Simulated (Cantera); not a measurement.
A perfectly stirred reactor is fed with C₂H₆ : O₂ : N₂ : H₂O = 1 : 2.69 : 10.1 : 0.67 (molar parts), equivalence ratio 1.3, at 101000 Pa; it is adiabatic with a 525 K inlet, and is followed from long to short residence time, starting on the burning branch (τ in s: 0.039, 0.013, 0.0044, 0.0015, 0.00051, 0.00017, 5.8e-05, 1.9e-05, 6.6e-06).

Cantera simulation using GRI-Mech 3.0 (53 species, 325 reactions); the numbers are that mechanism's predictions, not measurements.

One state of this run: T (K) = 2060; x C₂H₆ = 3.72e-5; x O₂ = 0.00393; x H₂O = 0.184; x CH₃ = 0.000199; x O = 0.000786. x: mole fraction; the columns are a selection and need not sum to one.

Task: Which value of τ (s) does it belong to?
(A) 0.00051
(B) 5.8e-5
(C) 0.039
(D) 6.6e-6

Result: A, 0.00051
